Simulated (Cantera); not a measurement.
An isothermal, constant-pressure homogeneous reactor starts with CH4 : N2 = 1 : 72 (molar parts), at 2000 K and 0.0770 bar. Integrator tolerance rtol = 1e-08.

Computed with Cantera and GRI-Mech 3.0 (53 species, 325 reactions). GRI-Mech 3.0 stops at C3 and has no aromatics, soot or wall deposition, so with more carbon than oxygen in the feed, carbon stays in small species such as C2H2 where larger ones or solid carbon would form.

Task: What does this change do: CH4 1 to 4.7 parts?

Result: 
```json
[
 {"quantity": "x(CH4) at 5.00 s", "before": "3.64e-8 (gas-phase equilibrium 6.21e-8)", "after": "1.45e-6 (gas-phase equilibrium 2.16e-6)"},
 {"quantity": "x(C2H6) at 5.00 s", "before": "<1e-12 (gas-phase equilibrium <1e-12)", "after": "1.29e-12 (gas-phase equilibrium <1e-12)"},
 {"quantity": "x(H) at 5.00 s", "before": "0.000832 (gas-phase equilibrium 0.000832)", "after": "0.00173 (gas-phase equilibrium 0.00173)"},
 {"quantity": "x(C2H2) at 5.00 s", "before": "0.00666 (gas-phase equilibrium 0.000359)", "after": "0.0287 (gas-phase equilibrium 0.00541)"},
 {"quantity": "x(CH3) at 5.00 s", "before": "3.00e-8 (gas-phase equilibrium 5.13e-8)", "after": "5.77e-7 (gas-phase equilibrium 8.59e-7)"}
]
```
